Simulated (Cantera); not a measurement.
# Gas-phase reforming

A perfectly stirred reactor is fed with CH₄ : CO₂ : H₂ = 1 : 1.6 : 0.41 (molar parts), at 0.190 bar; it is held at 1375 K, and followed from long to short residence time.

Computed with Cantera and GRI-Mech 3.0 (53 species, 325 reactions).

| τ (s) | x CH₄ | x CO₂ | x H₂ | x CH₂ | x HO₂ |
|---|---|---|---|---|---|
| 2.5 | 0.311 | 0.497 | 0.131 | 2.55e-10 | <1e-12 |
| 1.0 | 0.324 | 0.518 | 0.133 | 2.38e-10 | <1e-12 |
| 0.40 | 0.329 | 0.526 | 0.135 | 2.21e-10 | <1e-12 |
| 0.16 | 0.331 | 0.530 | 0.136 | 1.92e-10 | <1e-12 |
| 0.062 | 0.332 | 0.531 | 0.136 | 1.44e-10 | <1e-12 |
| 0.024 | 0.332 | 0.531 | 0.136 | 9.02e-11 | <1e-12 |
| 0.0097 | 0.332 | 0.532 | 0.136 | 4.92e-11 | <1e-12 |
| 0.0038 | 0.332 | 0.532 | 0.136 | 1.92e-11 | <1e-12 |
| 0.0015 | 0.332 | 0.532 | 0.136 | 4.56e-12 | <1e-12 |
x: mole fraction; the columns are a selection and need not sum to one.
